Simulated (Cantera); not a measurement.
A perfectly stirred reactor is fed with CH₄ : C₂H₆ : O₂ : N₂ = 1 : 0.1 : 1.68 : 6.31 (molar parts), at 7500 Torr; it is adiabatic with a 675 K inlet, and is followed from long to short residence time, starting on the burning branch (τ in s: 0.076, 0.028, 0.01, 0.0038, 0.0014, 0.00051, 0.00019, 6.8e-05, 2.5e-05, 9.2e-06).

Detailed kinetics in Cantera: GRI-Mech 3.0 (53 species, 325 reactions).

Problem. What does this change do: C2H6 0.1 to 0.14 parts?

Solution. 
| quantity | before | after |
|---|---|---|
| blow-out, bracketed by the residence times tried | burning at 68.0 µs, out at 25.0 µs | burning at 68.0 µs, out at 25.0 µs |
| x(CH₄) at τ = 76.0 ms | 4.25e-5 | 0.000118 |
| x(C₂H₆) at τ = 76.0 ms | 1.67e-8 | 3.55e-8 |
| x(O₂) at τ = 76.0 ms | 2.01e-5 | 2.22e-5 |
| x(CH₂CO) at τ = 76.0 ms | 7.28e-8 | 1.69e-7 |
| x(NO) at τ = 76.0 ms | 9.06e-5 | 6.20e-5 |
| x(CH₄) at τ = 0.510 ms | 0.00171 | 0.00348 |
| x(C₂H₆) at τ = 0.510 ms | 4.03e-6 | 1.03e-5 |
| x(O₂) at τ = 0.510 ms | 0.00166 | 0.00220 |
| x(CH₂CO) at τ = 0.510 ms | 1.30e-5 | 2.92e-5 |
| x(NO) at τ = 0.510 ms | 0.000164 | 7.23e-5 |
